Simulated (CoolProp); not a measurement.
Vapour pressure (MPa) of trans-2-butene: the reference equation beside estimates from Tc = 155.5 °C, pc = 4.019 MPa, ω = 0.210.

Values from CoolProp's reference Helmholtz-energy equation of state, Lemmon 2005. It is a short technical equation, of lower accuracy than the large ones.

```csv
T (°C),reference,van der Waals,Soave-Redlich-Kwong
42.45,0.3928,1.038,0.3944
52.95,0.5209,[?],0.5252
63.45,0.6780,1.414,0.6860
74.05,0.8699,[?],0.8829
84.55,1.097,[?],1.116
95.15,[?],2.127,1.395
105.65,1.683,[?],[?]
116.25,2.053,2.707,2.095
126.75,[?],3.028,2.524
137.25,2.968,3.371,[?]
```

Question: What belongs in the gaps?

Answer: 
- 52.95, van der Waals: 1.216
- 74.05, van der Waals: 1.632
- 84.55, van der Waals: 1.868
- 95.15, reference: 1.368
- 105.65, van der Waals: 2.405
- 105.65, Soave-Redlich-Kwong: 1.717
- 126.75, reference: 2.478
- 137.25, Soave-Redlich-Kwong: 3.014

Absolute difference from the reference over all 10 rows, mean and median: van der Waals 73.0 and 62.9 %, Soave-Redlich-Kwong 1.5 and 1.6 %.
